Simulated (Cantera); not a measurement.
An adiabatic, constant-volume homogeneous reactor starts with CH4 : O2 : N2 : H2O = 1 : 1.67 : 6.27 : 0.35 (molar parts), equivalence ratio 1.2, at 1098 K and 9.87 atm.

Computed with Cantera and GRI-Mech 3.0 (53 species, 325 reactions).

Question: Predict: time of steepest temperature rise; temperature at 0.500 s; equilibrium temperature; x(O2) at 0.500 s; x(H2O) at 0.500 s; x(H2O2) at 0.500 s.

Answer: 
| Item | Result |
|---|---|
| time of steepest temperature rise | 18.7 ms |
| temperature at 0.500 s | 2923 K |
| equilibrium temperature | 2923 K |
| x(O2) at 0.500 s | 0.00226 (gas-phase equilibrium 0.00226) |
| x(H2O) at 0.500 s | 0.207 (gas-phase equilibrium 0.207) |
| x(H2O2) at 0.500 s | 7.96e-7 (gas-phase equilibrium 7.96e-7) |
